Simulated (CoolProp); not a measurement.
Values from CoolProp's reference Helmholtz-energy equation of state, Platzer 1990. This equation is an older, rougher fit.

Q: For R13, give the phase and the density (kg/m³), cp (kJ/(kg K)), cv (kJ/(kg K)), conductivity (mW/(m K)) at 176.85 °C and 1700 kPa.

A: 
- 176.85 °C and 1700 kPa: gas; density 49.1, cp 0.807, cv 0.708, conductivity 24.2

Thermal conductivity comes from a separate model (Huber 2003), an estimate that may be off by 10 % or more.
